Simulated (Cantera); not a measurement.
A freely propagating, adiabatic, planar premixed flame of CH3OH : O2 : N2 = 1 : 1.61 : 6.06 (molar parts), equivalence ratio 0.93, unburnt at 675 K and 1.00 atm; mixture-averaged transport, grid criteria slope 0.08 and curve 0.16, no radiation.

Detailed kinetics in Cantera: GRI-Mech 3.0 (53 species, 325 reactions). GRI-Mech 3.0 was tuned for natural gas; its chemistry of methanol as a main component is partial and can be far from experiment. Burning velocities carry a grid error of a few per cent, more on coarse grids.

### Question
What does this change do: inlet temperature 675 to 475 K?

### Answer
```csv
quantity,before,after
laminar burning velocity,159 cm/s,80.8 cm/s
thermal thickness,0.257 mm,0.311 mm
peak x(H),0.0100,0.00777
peak x(HCN),1.64e-7,1.11e-7
peak x(CH2O),0.0108,0.00917
```

### Question
What does this change do: 0.39 parts H2 added?

### Answer
| quantity | before | after |
|---|---|---|
| laminar burning velocity | 159 cm/s | 225 cm/s |
| thermal thickness | 0.257 mm | 0.212 mm |
| peak x(H) | 0.0100 | 0.0159 |
| peak x(HCN) | 1.64e-7 | 3.07e-7 |
| peak x(CH2O) | 0.0108 | 0.0118 |
